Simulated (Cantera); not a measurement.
Feed: 1 mol CH₃SiH₃, 0.27 mol C₃H₈, a varied amount of H₂, at 1827 °C and 4000 Pa.

Equilibrium computed with Cantera from the NASA thermochemical tables; the gas is ideal and each condensed phase is pure. Candidate condensed phases: C, C₆H₆, C₇H₈, C₈H₁₈, Si, SiC; 87 gas species. The feed counts by its element totals alone. Gases not in the tables: Si₂H₆ and higher silanes. Kinetics and transport are ignored.

Task: At 140 mol H₂, list the 5 most abundant gas species with their mole fractions, and the condensed phases.

Result: H₂ 0.983, H 0.0154, C₂H₂ (acetylene) 0.00142, Si 0.000260, SiH 2.80e-5. Condensed: C(graphite) + SiC(s).
